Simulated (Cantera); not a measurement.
An isothermal, constant-pressure homogeneous reactor starts with 1.09 % H2, 98.9 % O2, at 1273 K and 1900 Pa.

Detailed kinetics in Cantera: GRI-Mech 3.0 (53 species, 325 reactions). Radical loss at walls, strong at low pressure, is not modelled.

x: mole fraction; the columns are a selection and need not sum to one.

| t (s) | x H2 | x O2 | x H2O2 | x H | x O | x HO2 |
|---|---|---|---|---|---|---|
| 0.000100 | 0.0109 | 0.989 | <1e-12 | 1.56e-9 | 4.51e-9 | 5.18e-9 |
| 0.000340 | 0.0109 | 0.989 | 6.67e-12 | 4.59e-9 | 3.06e-8 | 1.76e-8 |
| 0.00115 | 0.0109 | 0.989 | 7.27e-11 | 9.37e-8 | 8.37e-7 | 6.18e-8 |
| 0.00391 | 0.00427 | 0.983 | … | 0.000574 | 0.00461 | 1.66e-6 |
| 0.0133 | 4.60e-5 | 0.980 | 2.42e-8 | 0.000390 | 0.00873 | 1.00e-6 |
| 0.0451 | 3.58e-5 | 0.982 | 2.32e-8 | 0.000265 | 0.00673 | 8.91e-7 |
| 0.153 | 1.80e-5 | 0.985 | … | 9.29e-5 | 0.00333 | 6.30e-7 |
| 0.520 | 4.49e-6 | 0.988 | … | 1.14e-5 | 0.000816 | 2.84e-7 |
| 1.77 | 6.56e-7 | 0.989 | … | 6.34e-7 | 0.000119 | 7.62e-8 |
| 6.00 | 8.94e-8 | 0.989 | 9.37e-10 | 3.21e-8 | 1.62e-5 | 1.71e-8 |

Complete the blanks.


- 0.00391, x H2O2: 8.68e-8
- 0.153, x H2O2: 1.98e-8
- 0.520, x H2O2: 1.20e-8
- 1.77, x H2O2: 4.14e-9
